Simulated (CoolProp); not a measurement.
Model: reference Helmholtz-energy equation of state, Colonna 2008, in CoolProp. It is a short technical equation, of lower accuracy than the large ones.

### Question
For dodecamethylcyclohexasiloxane (D6), give the phase and the Z, expansivity (1/kK) at 620 K and 8.65 bar; 620 K and 12.5 bar.

### Answer
- 620 K and 8.65 bar: liquid; Z 0.146, expansivity 6.70
- 620 K and 12.5 bar: liquid; Z 0.202, expansivity 5.02
